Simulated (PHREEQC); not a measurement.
Solution A (0.023 mol NaOH, 6.5e-06 mol CO2 and 0.00047 mol Na2CO3 per kg of water) is mixed with solution B (2.7 mmol/kgw HF, 5.1 mmol/kgw NH4F and 0.00029 mmol/kgw H4SiO4) at 20 °C; shares are by mass of water, 1 kg in all. O2 is buffered at 0.21 atm. No CO2 enters from the air. Only these solids could form: SiO2(a).

Equilibrium calculation in PHREEQC: ion-association model, phreeqc.dat.

```
share of solution B     pH  SiF6-2 (mol/kgw)  H4SiO4 (mol/kgw)
-------------------  -----  ----------------  ----------------
0                    12.46                 0                 0
0.1                  12.40                 0               ___
0.2                    ___                 0          1.65e-10
0.3                  12.25                 0               ___
0.4                  12.14                 0          5.48e-10
0.5                    ___                 0          9.86e-10
0.6                  11.78                 0               ___
0.7                  11.30                 0           7.18e-9
0.8                   9.63                 0           1.47e-7
0.9                   5.39          1.69e-11           2.61e-7
1                     3.48           2.90e-7          4.48e-10
```

Problem. Complete the blanks.

Solution. 
- 0.1, H4SiO4 (mol/kgw): 6.81e-11
- 0.2, pH: 12.33
- 0.3, H4SiO4 (mol/kgw): 3.11e-10
- 0.5, pH: 12.00
- 0.6, H4SiO4 (mol/kgw): 2.03e-9

Species that the database lacks are ignored. SiF6-2 is the database's only silicon fluoride.
